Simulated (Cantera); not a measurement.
Standard-state values (1 bar) from the NASA 1993 polynomials, evaluated with Cantera. Values are per mole of reaction as written; species without (g) are pure solids or liquids, kept so even where they would boil at 1 bar. VN: taken at fixed stoichiometry.

3 VN + 4 O₃(g) ⇌ 3 VO₂(g) + 3 NO₂(g)

```
T (K)  ΔH° (kJ)  ΔS° (J/K)  ΔG° (kJ)  log10 K
-----  --------  ---------  --------  -------
300         ___        ___       ___      ___
1850     -607.0      348.9   -1252.5    35.36
1925     -615.1      344.6   -1278.5    34.69
2000     -623.7      340.3   -1304.2    34.06
2075        ___        ___       ___      ___
2150     -642.7      331.1   -1354.5    32.91
2225     -653.2      326.3   -1379.2    32.38
2300        ___        ___       ___      ___
```

Problem. Some entries are withheld; supply them.

Solution. 
- 300, ΔH° (kJ): -511.1
- 300, ΔS° (J/K): 448.3
- 300, ΔG° (kJ): -645.6
- 300, log10 K: 112.41
- 2075, ΔH° (kJ): -632.9
- 2075, ΔS° (J/K): 335.7
- 2075, ΔG° (kJ): -1329.5
- 2075, log10 K: 33.47
- 2300, ΔH° (kJ): -664.3
- 2300, ΔS° (J/K): 321.4
- 2300, ΔG° (kJ): -1403.5
- 2300, log10 K: 31.87
